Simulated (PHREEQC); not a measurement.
Synthetic water in mg/L, 25 °C, pH 8.17, pe 12.5:

| constituent | mg/L |
|---|---|
| Na | 15.5 |
| K | 23.4 |
| Ca | 8.61 |
| Mg | 10.6 |
| Cl | 31.3 |
| S(6) as SO4 | 25.2 |
| Alkalinity as HCO3 | 70.6 |
| Cd | 5.39 |
| Cu(2) | 0.063 |

Cl is adjusted to close the charge balance.
Valence states are taken as typed.

All values are PHREEQC results (ion-association model, wateq4f.dat), not measurements.

Question: The ionic strength comes out as 0.00351 mol/kgw. What activity coefficients do SO4-2, CO3-2, CdHCO3+, CaHCO3+, Cd+2 get?

Answer: SO4-2 0.78, CO3-2 0.78, CdHCO3+ 0.94, CaHCO3+ 0.94, Cd+2 0.77.

No solid was allowed to form. The solution is supersaturated, for example in Otavite, so a real one may precipitate; this is no full list. Complexes and solids missing from the database can't appear. The database's constant for dissolved Cu(OH)2 is higher than later reviews accept.
